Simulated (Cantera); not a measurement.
Input: 1 mol PbO, 0.044 mol O2, 29 mol H2, equilibrated at 498.15 K and 10.0 Pa.

These are equilibrium values from Cantera (NASA tables, ideal gas, pure condensed phases), not measurements of a reactor. Candidate condensed phases: H2O, Pb, PbO, PbO2, Pb3O4; 12 gas species. Equilibrium is a limit: real reactors are often held back by kinetics, nucleation or transport.

Base state: H2 0.962, H2O 0.0375 (mole fractions); condensed: Pb(s).

### Question
What changes in the equilibrium state with this change: temperature from 498.15 K to 1448.15 K?

### Answer
```tsv
species	before	after
H2	0.962	0.930
H2O	0.0375	0.0362
Pb	<1e-9	0.0333
H	<1e-9	0.000890
Pb(s), mol	1.00	0
```

### Question
What changes in the equilibrium state with this change: temperature from 498.15 K to 898.15 K?

### Answer
```json
[
 {"species": "H2", "before": "0.962", "after": "0.950"},
 {"species": "H2O", "before": "0.0375", "after": "0.0370"},
 {"species": "Pb", "before": "<1e-9", "after": "0.0130"},
 {"species": "Pb(s), mol", "before": "1.00", "after": "0"},
 {"species": "Pb(l), mol", "before": "0", "after": "0.618"}
]
```
